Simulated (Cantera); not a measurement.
Input: 1 mol Nb, 5.1 mol N2O, 4 mol N2, 1.1 mol H2O, equilibrated at 1273 K and 5.30 mbar.

Equilibrium computed with Cantera from the NASA thermochemical tables; the gas is ideal and each condensed phase is pure. Candidate condensed phases: H2O, Nb, NbO, NbO2, Nb2O5; 27 gas species. Condensed phases not in the tables: the oxides between NbO2 and Nb2O5. Equilibrium is a limit: real reactors are often held back by kinetics, nucleation or transport.

Base state: N2 0.791, O2 0.113, H2O 0.0956, NO 0.000243, OH 2.37e-5 (mole fractions); condensed: Nb2O5(s).

Problem. What changes in the equilibrium state with this change: Nb replaced by Zr?

Solution. 
```
species                  before     after
---------------------  --------  --------
N2                        0.791     0.774
O2                        0.113     0.132
H2O                      0.0956    0.0936
NO                     0.000243  0.000260
OH                      2.37e-5   2.43e-5
Nb2O5(s), mol             0.500         0
ZrO2(monoclinic), mol         0      1.00
```
Further candidate phases: Zr, ZrN, ZrO2.
